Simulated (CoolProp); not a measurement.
R1123 at several states: fugacity coefficient from the reference equation and from simpler models built on Tc = 331.7 K, pc = 45.49 bar, ω = 0.243; each cubic takes its own stable root.

Model: reference Helmholtz-energy equation of state, Akasaka 2020, in CoolProp.

```tsv
T (K)	p (bar)	phase	reference	van der Waals	Redlich-Kwong	Soave-Redlich-Kwong	Peng-Robinson
421.4	0.724	gas	0.9976	0.9974	0.9973	0.9977	0.9973
375.9	136	supercritical	0.4844	0.4826	0.4783	0.5133	0.4794
390.4	47.4	supercritical	0.8059	0.7978	0.7939	0.8134	0.7888
226.3	30.7	liquid	0.06828	0.2572	0.1073	0.06931	0.06829
274.3	5.98	gas	0.9141	0.9389	0.9240	0.9190	0.9135
```
